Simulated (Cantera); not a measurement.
Fe + CO2 + CO (metals in furnace atmospheres)

A closed system holds: 1 mol Fe, 0.068 mol CO2, 12 mol CO, held at 75.0 Torr.

These are equilibrium values from Cantera (NASA tables, ideal gas, pure condensed phases), not measurements of a reactor. Candidate condensed phases: C, Fe, Fe(CO)5, FeO, Fe2O3, Fe3O4; 15 gas species. Equilibrium is a limit: real reactors are often held back by kinetics, nucleation or transport.

| T (K) | x CO | x CO2 | x Fe | n Fe(α) | n Fe(γ) |
|---|---|---|---|---|---|
| 1148 | 0.994 | 0.00563 | 7.98e-11 | 1.00 | 0 |
| 1198 | 0.994 | 0.00563 | 4.64e-10 | 0 | 1.00 |
| 1248 | 0.994 | 0.00563 | 2.33e-9 | 0 | 1.00 |
| 1298 | 0.994 | 0.00563 | 1.03e-8 | 0 | 1.00 |
| 1348 | 0.994 | 0.00563 | 4.08e-8 | 0 | 1.00 |
| 1398 | 0.994 | 0.00563 | 1.46e-7 | 0 | 1.000 |
| 1448 | 0.994 | 0.00563 | 4.77e-7 | 0 | 1.000 |
x: gas mole fraction; n: condensed amount in mol.

At 1148 K the condensed part is Fe(α). From 1198 K to 1448 K the condensed part is Fe(γ).
